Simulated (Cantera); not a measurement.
**Equilibrium for silicon epitaxy and polysilicon growth: SiCl4 + Cl2 + H2**

Input: 1 mol SiCl4, 0.013 mol Cl2, 57 mol H2, equilibrated at 1250 °C.

Method: chemical equilibrium by Gibbs-energy minimisation in Cantera with the NASA 1993 tables (ideal gas, pure condensed phases). Candidate condensed phases: Si; 19 gas species. The tables' values for SiCl3, SiCl are old estimates; treat these amounts as uncertain. Rates play no part.

```tsv
P (Pa)	log p H2	log p HCl	log p SiCl2	log p SiCl3	log p SiHCl3	log p H	log p SiCl4	n Si(s)
100	-3.03	-4.30	-5.05	-7.51	-9.16	-6.15	-9.48	0.475
230	-2.67	-3.94	-4.69	-6.96	-8.44	-5.97	-8.76	0.475
540	-2.29	-3.57	-4.32	-6.41	-7.70	-5.78	-8.02	0.475
1300	-1.91	-3.18	-3.94	-5.84	-6.94	-5.59	-7.26	0.474
2900	-1.56	-2.84	-3.60	-5.32	-6.24	-5.42	-6.57	0.472
6800	-1.19	-2.47	-3.23	-4.77	-5.51	-5.23	-5.83	0.469
16000	-0.82	-2.10	-2.87	-4.22	-4.78	-5.05	-5.10	0.464
37000	-0.46	-1.74	-2.51	-3.70	-4.07	-4.87	-4.40	0.455
86000	-0.09	-1.39	-2.17	-3.18	-3.37	-4.68	-3.72	0.438
200000	0.28	-1.04	-1.84	-2.69	-2.69	-4.50	-3.06	0.409
```
log p: log10 of the partial pressure in bar; n: condensed amount in mol.

From 1.00 mbar to 2.00 bar the condensed part is Si(s). The main Si-bearing gas is SiCl2 throughout.
